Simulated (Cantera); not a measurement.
Equilibrium for fluorocarbon and chlorocarbon gases: C2F6 + Si + H2

Charge: 1 mol C2F6, 0.025 mol Si, a varied amount of H2, held at 1.00 bar.

These are equilibrium values from Cantera (NASA tables, ideal gas, pure condensed phases), not measurements of a reactor. Candidate condensed phases: C, C6H6, C7H8, C8H18, Si, SiC; 113 gas species. The feed counts by its element totals alone. The tables' values for SiF2, SiF3 are old estimates. Equilibrium is a limit: real reactors are often held back by kinetics, nucleation or transport.

Stable condensed phases:

```
T in K \ n(H2) in mol
         0.24  0.3 0.36 0.45 0.54 0.67 0.81    1
   3198     A    B    B    B    B    B    B    B
   3048     A    A    B    B    B    B    B    B
   2898     A    A    B    B    B    B    B    B
   2748     B    B    B    B    B    B    B    B
   2598     B    B    B    B    B    B    B    B
   2448     B    B    B    B    B    B    B    B
   2298     B    B    B    B    B    B    B    B
   2148     B    B    B    B    B    B    B    B
   1998     B    B    B    B    B    B    B    B
   1848     B    B    B    B    B    B    B    B
   1698     B    B    B    B    B    B    B    B
   1548     B    B    B    B    B    B    B    B
   1398     B    B    B    B    B    B    B    B
   1248     B    B    B    B    B    B    B    B
```

A: gas only; B: C.
